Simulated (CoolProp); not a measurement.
Vapour-liquid equilibrium of R152A (1) + n-butane (2) at 70.35 °C; x and y are mole fractions of (1).

Computed with CoolProp (multi-fluid Helmholtz-energy mixture model, Outcalt 1996 and Bücker 2006; pair parameters Bell 2016).

```json
[
 {"x": "0.05", "bubble pressure (bar)": "9.942", "y at the bubble point": "0.184", "dew pressure at overall composition x (bar)": "8.582", "liquid density (mol/L)": "8.901"},
 {"x": "0.15", "bubble pressure (bar)": "12.67", "y at the bubble point": "0.379", "dew pressure at overall composition x (bar)": "9.560", "liquid density (mol/L)": "8.996"},
 {"x": "0.25", "bubble pressure (bar)": "14.59", "y at the bubble point": "0.484", "dew pressure at overall composition x (bar)": "10.75", "liquid density (mol/L)": "9.102"},
 {"x": "0.35", "bubble pressure (bar)": "16.00", "y at the bubble point": "0.556", "dew pressure at overall composition x (bar)": "12.19", "liquid density (mol/L)": "9.230"},
 {"x": "0.45", "bubble pressure (bar)": "17.08", "y at the bubble point": "0.614", "dew pressure at overall composition x (bar)": "13.93", "liquid density (mol/L)": "9.392"},
 {"x": "0.55", "bubble pressure (bar)": "17.94", "y at the bubble point": "0.667", "dew pressure at overall composition x (bar)": "15.88", "liquid density (mol/L)": "9.601"},
 {"x": "0.65", "bubble pressure (bar)": "18.62", "y at the bubble point": "0.722", "dew pressure at overall composition x (bar)": "17.68", "liquid density (mol/L)": "9.875"},
 {"x": "0.75", "bubble pressure (bar)": "19.10", "y at the bubble point": "0.783", "dew pressure at overall composition x (bar)": "18.88", "liquid density (mol/L)": "10.23"},
 {"x": "0.85", "bubble pressure (bar)": "19.34", "y at the bubble point": "0.855", "dew pressure at overall composition x (bar)": "19.34", "liquid density (mol/L)": "10.68"},
 {"x": "0.95", "bubble pressure (bar)": "19.24", "y at the bubble point": "0.945", "dew pressure at overall composition x (bar)": "19.22", "liquid density (mol/L)": "11.24"}
]
```

y crosses x between x = 0.85 and 0.95: the model has an azeotrope there.

The pair parameters rest on a limited set of measurements; away from them the model extrapolates.
